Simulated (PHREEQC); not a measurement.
Consider water at 25 °C with 0.044 mol HCl, 0.00067 mol CaCl2 and 5.4e-05 mol CuCl2 per kg of water. Closed to the air; pH follows from the charge balance.

Equilibrium calculation in PHREEQC: ion-association model, phreeqc.dat.

| quantity | before | after |
|---|---|---|
| pH | 1.42 | 1.14 |
| Cu+2 (mol/kgw) | 5.09e-5 | 4.90e-5 |
| CuCl+ (mol/kgw) | 3.06e-6 | 4.85e-6 |
| CuCl2 (mol/kgw) | 4.97e-8 | 1.37e-7 |

### Question
Which change was made?
(A) diluted 5-fold with water
(B) CaCl2 left out
(C) diluted 10-fold with water
(D) HCl from 0.044 to 0.088 mol/kgw
(E) diluted 2-fold with water

### Answer
D, HCl from 0.044 to 0.088 mol/kgw

Precipitation was switched off in this run.
